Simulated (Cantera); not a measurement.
Feed: 1 mol Al(CH3)3, 200 mol NH3, 1.5 mol N2, equilibrated at 925 K.

These are equilibrium values from Cantera (NASA tables, ideal gas, pure condensed phases), not measurements of a reactor. Candidate condensed phases: Al, AlN, C, C6H6, C7H8, C8H18; 97 gas species. The feed counts by its element totals alone. Kinetics and transport are ignored.

Q: Which condensed phases are stable at each of these points (P (Pa)): 10, 28, 77, 220, 600, 1700, 4600, 13000, 36000, 100000?

A: 
```
P (Pa)      condensed phases  Al condensed (%)
------  --------------------  ----------------
10      AlN(s) + C(graphite)             100.0
28      AlN(s) + C(graphite)             100.0
77      AlN(s) + C(graphite)             100.0
220     AlN(s) + C(graphite)             100.0
600     AlN(s) + C(graphite)             100.0
1700    AlN(s) + C(graphite)             100.0
4600    AlN(s) + C(graphite)             100.0
13000                 AlN(s)             100.0
36000                 AlN(s)             100.0
100000                AlN(s)             100.0
```

From 10.0 Pa to 46.0 mbar the condensed part is AlN(s) + C(graphite). From 0.130 bar to 1.00 bar the condensed part is AlN(s).
